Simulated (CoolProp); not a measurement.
Saturation properties of nitrous oxide.

Values from CoolProp's reference Helmholtz-energy equation of state, Lemmon 2006. It is a short technical equation, of lower accuracy than the large ones.

```
T (K)  p (bar)  liquid density (kg/m³)  enthalpy of vaporisation (kJ/kg)  surface tension (mN/m)
-----  -------  ----------------------  --------------------------------  ----------------------
212.3    4.142                    1146                             340.8                    17.6
217.6    5.184                    1128                             333.7                    16.4
223      6.437                    1110                             326.2                    15.3
228.3    7.875                    1092                             318.4                    14.2
233.7    9.572                    1073                             310.2                    13.0
239      11.49                    1053                             301.6                    11.9
244.3    13.67                    1033                             292.7                    10.9
249.7    16.19                    1012                             283.0                    9.79
255      18.98                   990.4                             272.9                    8.76
260.3    22.11                   967.6                             262.2                    7.74
265.7    25.66                   943.2                             250.5                    6.73
271      29.53                   917.8                             238.0                    5.77
276.3    33.82                   890.7                             224.5                    4.82
281.7    38.64                   860.7                             209.3                    3.90
287      43.84                   828.3                             192.5                    3.02
```

It boils at 184.7 K under 1 atm.

Surface tension comes from a separate correlation (Mulero 2012).
